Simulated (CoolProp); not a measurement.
R1336mzz(E) at 321.12 K and 0.343 MPa is compressed adiabatically to 1.36 MPa with isentropic efficiency 0.6. Each further row changes one setting.

The numbers come from the reference Helmholtz-energy equation of state, Akasaka 2023 in CoolProp.

| case | work (kJ/kg) | final temperature (K) | final phase | final density (kg/m³) |
|---|---|---|---|---|
| as stated | … | … | gas | … |
| efficiency 1 | 18.8 | … | two-phase, vapour fraction 0.934 | 114 |
| efficiency 0.65 | … | … | gas | … |

Fill in the missing entries.


- as stated, work (kJ/kg): 31.3
- as stated, final temperature (K): 374.3
- as stated, final density (kg/m³): 101
- efficiency 1, final temperature (K): 368.7
- efficiency 0.65, work (kJ/kg): 28.9
- efficiency 0.65, final temperature (K): 372.2
- efficiency 0.65, final density (kg/m³): 103
